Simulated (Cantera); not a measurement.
## Gas-phase reforming

An isothermal, constant-pressure homogeneous reactor starts with 24.4 % CH4, 75.6 % CO2, at 1475 K and 27.0 bar.

Model: GRI-Mech 3.0 (53 species, 325 reactions), integrated in Cantera. The pressure lies above the range GRI-Mech 3.0 was tuned for (to about 10 atm).

| t (s) | x CH4 | x CO2 | x HCO | x C2H2 | x H | x HO2 | x H2 |
|---|---|---|---|---|---|---|---|
| 0.000400 | 0.243 | 0.756 | 4.30e-12 | 2.27e-7 | 6.36e-9 | <1e-12 | 0.000236 |
| 0.000972 | 0.243 | 0.756 | 1.05e-11 | 2.68e-6 | 9.67e-9 | <1e-12 | 0.000633 |
| 0.00236 | 0.241 | 0.756 | 1.94e-11 | 3.67e-5 | 2.02e-8 | <1e-12 | 0.00186 |
| 0.00574 | 0.236 | 0.753 | 2.58e-11 | 0.000424 | 4.89e-8 | <1e-12 | 0.00564 |
| 0.0139 | 0.226 | 0.745 | 4.00e-11 | 0.00283 | 1.07e-7 | <1e-12 | 0.0147 |
| 0.0339 | 0.204 | 0.721 | 1.60e-10 | 0.00999 | 1.90e-7 | <1e-12 | 0.0288 |
| 0.0823 | 0.164 | 0.661 | 6.93e-10 | 0.0223 | 2.58e-7 | <1e-12 | 0.0369 |
| 0.200 | 0.103 | 0.549 | 1.98e-9 | 0.0410 | 3.03e-7 | <1e-12 | 0.0339 |
| 0.486 | 0.0576 | 0.445 | 4.97e-9 | 0.0467 | 4.70e-7 | <1e-12 | 0.0387 |
| 1.18 | 0.0593 | 0.393 | 7.71e-9 | 0.0287 | 5.67e-7 | <1e-12 | 0.0508 |
| 2.87 | 0.0606 | 0.340 | 1.08e-8 | 0.0123 | 6.51e-7 | <1e-12 | 0.0683 |
| 6.97 | 0.0509 | 0.287 | 1.46e-8 | 0.00356 | 7.56e-7 | <1e-12 | 0.0920 |
| 16.9 | 0.0331 | 0.242 | 1.84e-8 | 0.000686 | 8.64e-7 | <1e-12 | 0.120 |
| 41.2 | 0.0151 | 0.209 | 2.16e-8 | 7.91e-5 | 9.55e-7 | <1e-12 | 0.146 |
| 100 | 0.00343 | 0.190 | 2.35e-8 | 2.93e-6 | 1.01e-6 | <1e-12 | 0.163 |
x: mole fraction; the columns are a selection and need not sum to one.

Equilibrium at this temperature and pressure: CH4 6.26e-5, CO2 0.185, HCO 2.42e-8, C2H2 9.05e-10, H 1.03e-6, HO2 <1e-12, H2 0.169 (gas phase only).
